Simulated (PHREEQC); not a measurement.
Synthetic water in mmol/kgw, 25 °C, pH 8.15: Na 290; K 2.48; Ca 24.1; Mg 16.7; Cl 365; S(6) 11.1; Alkalinity (meq/kgw) 0.0173; Li 0.509.

Valence states are taken as typed.

All values are PHREEQC results (Pitzer model, pitzer.dat), not measurements.

No solid was allowed to form.

Task: Order these C species by the share of C that they hold, largest first: MgCO3, CO2, HCO3-, CO3-2.

Result: HCO3- (94 %), CO3-2 (3.5 %), MgCO3 (1.7 %), CO2 (0.98 %)

The pH is 8.15 and the ionic strength 0.433 mol/kgw.
